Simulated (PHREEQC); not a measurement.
A column of 0.5 m (30 cells, dispersivity 0.018 m, 720 s a shift, diffusion coefficient 3e-10 m²/s) holds 0.015 eq of the database's cation exchanger X per kg of pore water, first in equilibrium with 3.3 mmol/kgw NaCl, 1.3 mmol/kgw ZnCl2 and 0.01 mmol/kgw HCl. It is flushed with 4.7 mmol/kgw ZnSO4, 0.82 mmol/kgw Na2SO4, 2.4 mmol/kgw ZnCl2 and 0.01 mmol/kgw HCl, at 25 °C. Values are for the last cell. CO2 from the air is kept out. No solid was allowed to form.

Base run: PHREEQC, ion-association model, phreeqc.dat. Each further column changes one thing. The table gives NaX on the exchanger (mol/kgw).

| pore volumes | base | exchange capacity from 0.015 to 0.0075 eq/kgw | dispersivity from 0.018 to 0.036 m |
|---|---|---|---|
| 0 | 0.000540 | 0.000270 | 0.000540 |
| 0.55 | 0.000536 | ? | ? |
| 1.217 | 0.000205 | 9.24e-5 | 0.000208 |
| 1.75 | 0.000137 | ? | ? |
| 2.283 | 0.000131 | 6.55e-5 | 0.000134 |
| 2.817 | 0.000131 | 6.55e-5 | 0.000131 |
| 3.483 | 0.000131 | 6.55e-5 | 0.000131 |
| 4.017 | 0.000131 | 6.55e-5 | 0.000131 |

What belongs in the gaps?


- 0.55, exchange capacity from 0.015 to 0.0075 eq/kgw: 0.000266
- 0.55, dispersivity from 0.018 to 0.036 m: 0.000506
- 1.75, exchange capacity from 0.015 to 0.0075 eq/kgw: 6.74e-5
- 1.75, dispersivity from 0.018 to 0.036 m: 0.000146
